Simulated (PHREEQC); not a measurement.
Dissolve 0.011 mol NaH2PO4, 0.0091 mol KOH and 0.00016 mol NaCl per kg of water at 25 °C. Closed to the air; pH follows from the charge balance.

Model: ion-association model, phreeqc.dat, run in PHREEQC.

This is a speciation only: nothing precipitates in the calculation.

Q: Order these P species by the share of P that they hold, largest first: HPO4-2, NaHPO4-, KHPO4-, H2PO4-.

A: HPO4-2 (81 %), H2PO4- (17 %), NaHPO4- (0.93 %), KHPO4- (0.75 %)

The pH is 7.67 and the ionic strength 0.0290 mol/kgw.
